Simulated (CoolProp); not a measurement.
Vapour pressure (kPa) of C3F8 (R218): the reference equation beside estimates from Tc = 345.0 K, pc = 2640 kPa, ω = 0.317. Clausius-Clapeyron is anchored at 221.4 K with a constant enthalpy of vaporisation of 20.76 kJ/mol.

Values from CoolProp's reference Helmholtz-energy equation of state, Lemmon 2006. It is a short technical equation, of lower accuracy than the large ones.

| T (K) | reference | Lee-Kesler | Clausius-Clapeyron | van der Waals | Redlich-Kwong | Peng-Robinson |
|---|---|---|---|---|---|---|
| 205 | 18.87 | 18.49 | 19.78 | 216.7 | 48.76 | 19.21 |
| 208.3 | 23.17 | 22.76 | 23.99 | 237.7 | 57.68 | 23.52 |
| 211.6 | 28.24 | 27.80 | 28.93 | 260.0 | 67.81 | 28.58 |
| 214.8 | 33.98 | 33.52 | 34.48 | 282.9 | 78.86 | 34.29 |
| 218.1 | 40.84 | 40.37 | 41.12 | 308.0 | 91.62 | 41.12 |
| 221.4 | 48.77 | 48.31 | 48.77 | 334.5 | 105.9 | 49.00 |
| 224.6 | 57.58 | 57.14 | 57.26 | 361.6 | 121.2 | 57.76 |
| 227.9 | 67.95 | 67.55 | 67.27 | 391.0 | 138.7 | 68.04 |
| 231.2 | 79.73 | 79.40 | 78.65 | 422.0 | 158.0 | 79.73 |
| 234.5 | 93.07 | 92.82 | 91.56 | 454.6 | 179.1 | 92.96 |
| 237.7 | 107.6 | 107.5 | 105.7 | 487.7 | 201.5 | 107.4 |
| 241 | 124.4 | 124.4 | 122.0 | 523.5 | 226.7 | 124.0 |
| 244.3 | 143.2 | 143.3 | 140.3 | 561.0 | 254.1 | 142.6 |
| 247.5 | 163.3 | 163.7 | 160.2 | 599.0 | 282.9 | 162.7 |
| 250.8 | 186.4 | 186.9 | 182.9 | 639.8 | 314.9 | 185.6 |

Absolute difference from the reference over all 15 rows, mean and median: Lee-Kesler 0.8 and 0.6 %, Clausius-Clapeyron 1.8 and 1.8 %, van der Waals 537.6 and 475.4 %, Redlich-Kwong 107.7 and 104.1 %, Peng-Robinson 0.6 and 0.4 %.
